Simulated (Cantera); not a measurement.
Cantera with NASA thermochemical tables; ideal gases at 1 bar, condensed phases pure. Values are per mole of reaction as written; species without (g) are pure solids or liquids, kept so even where they would boil at 1 bar.

**Question.** Between 300 and 1900 K, where is each reaction favourable under standard conditions?
- 2 H(g) + PbO → H2O(g) + Pb(g)

**Answer.** 
- 2 H(g) + PbO → H2O(g) + Pb(g): ΔG° is -284 kJ at 300 K and -304 kJ at 1900 K; it stays negative (K > 1). ΔH° is -349 kJ and ΔS° -23 J/K at 1900 K.
